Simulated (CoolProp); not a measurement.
Values from CoolProp's reference Helmholtz-energy equation of state, Thol 2021.

**Question.** Give the vapour pressure (MPa), liquid density (kg/m³), enthalpy of vaporisation (kJ/kg), vapour Z of saturated chlorine at 23.85 °C.

**Answer.** 
```json
[
 {"T (°C)": "23.85", "p (MPa)": "0.752", "liquid density (kg/m³)": "1400", "enthalpy of vaporisation (kJ/kg)": "249", "vapour Z": "0.895"}
]
```
